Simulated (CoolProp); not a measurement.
Oxygen at 298.15 K and 0.352 MPa is throttled through a valve to 0.0462 MPa with no heat exchange. Each further row changes one setting.

Model: reference Helmholtz-energy equation of state, Schmidt 1985, in CoolProp.

```
case                        temperature change (K)  final density (kg/m³)
--------------------------  ----------------------  ---------------------
as stated                                     -0.8             (withheld)
outlet pressure 0.0139 MPa              (withheld)                  0.180
outlet pressure 0.0601 MPa                    -0.8             (withheld)
```

Q: Complete the blanks.

A: 
- as stated, final density (kg/m³): 0.598
- outlet pressure 0.0139 MPa, temperature change (K): -0.9
- outlet pressure 0.0601 MPa, final density (kg/m³): 0.778
